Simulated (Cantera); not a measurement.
A closed system holds: 1 mol SiC, 1.4 mol O2, 5.3 mol H2, 0.03 mol N2O, held at 7.50 Torr.

Cantera equilibrium calculation (NASA polynomials, part measured and part estimated; ideal gas, pure solids and liquids). Candidate condensed phases: C, C6H6, C7H8, C8H18, H2O, Si, SiC, SiO2, Si2N2O, Si3N4; 151 gas species. Mutual solubility and eutectic melting of coexisting phases are not modelled. The tables hold silica as quartz up to 1696 K and as liquid above; real silica turns to tridymite and cristobalite and melts near 1996 K. The numbers say what is thermodynamically allowed, not how fast it happens.

Question: What share of the Si ends up in condensed phases as a function of T (°C), at 1202, 1252, 1302, 1352, 1402, 1452, 1502?

Answer: 
| T (°C) | Si condensed (%) | as |
|---|---|---|
| 1202 | 96.4 | SiC(s) + SiO2(β-quartz) + Si2N2O(s) |
| 1252 | 89.0 | SiO2(β-quartz) + Si2N2O(s) |
| 1302 | 83.0 | SiO2(β-quartz) |
| 1352 | 82.9 | SiO2(β-quartz) |
| 1402 | 82.7 | SiO2(β-quartz) |
| 1452 | 82.0 | SiO2(condensed) |
| 1502 | 80.5 | SiO2(condensed) |
